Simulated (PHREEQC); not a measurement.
Dissolve 0.0012 mol NaHCO3, 0.00026 mol NH3 and 0.01 mol KCl per kg of water at 25 °C. Closed to the air; pH follows from the charge balance.

The numbers come from PHREEQC with the ion-association model, phreeqc.dat.

```json
[
 {"quantity": "pH", "before": "9.23", "after": "9.25"},
 {"quantity": "ionic strength (mol/kgw)", "before": "0.0115", "after": "0.00645"},
 {"quantity": "HCO3- (mol/kgw)", "before": "0.00108", "after": "0.00108"},
 {"quantity": "NH4+ (mol/kgw)", "before": "0.000139", "after": "0.000135"},
 {"quantity": "NH3 (mol/kgw)", "before": "0.000121", "after": "0.000125"},
 {"quantity": "CO3-2 (mol/kgw)", "before": "0.000119", "after": "0.000115"},
 {"quantity": "SI of Sylvite (KCl)", "before": "-5.00", "after": "-5.58"},
 {"quantity": "SI of Halite (NaCl)", "before": "-6.59", "after": "-6.87"}
]
```

**Question.** What was changed between the two runs?
(A) KCl from 0.01 to 0.005 mol/kgw
(B) NH3 from 0.00026 to 0.00039 mol/kgw
(C) temperature from 25 to 55 °C
(D) NaHCO3 from 0.0012 to 0.0006 mol/kgw
(E) temperature from 25 to 10 °C

**Answer.** A, KCl from 0.01 to 0.005 mol/kgw

Precipitation was switched off in this run.
